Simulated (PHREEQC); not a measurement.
Solution (25 °C): 8.9 mmol/kgw Cu(BF4)2 and 0.78 mmol/kgw HBF4. Closed to the air; pH follows from the charge balance.

The numbers come from PHREEQC with the ion-association model, wateq4f.dat.

Task: The ionic strength comes out as 0.0282 mol/kgw. What activity coefficients do Cu+2, CuF+, BF4-, HF2-, BF(OH)3- get?

Result: Cu+2 0.55, CuF+ 0.85, BF4- 0.84, HF2- 0.85, BF(OH)3- 0.84.

Precipitation was switched off in this run. Complexes and solids missing from the database can't appear. Real BF4- forms and hydrolyses slowly; the run takes it at equilibrium.
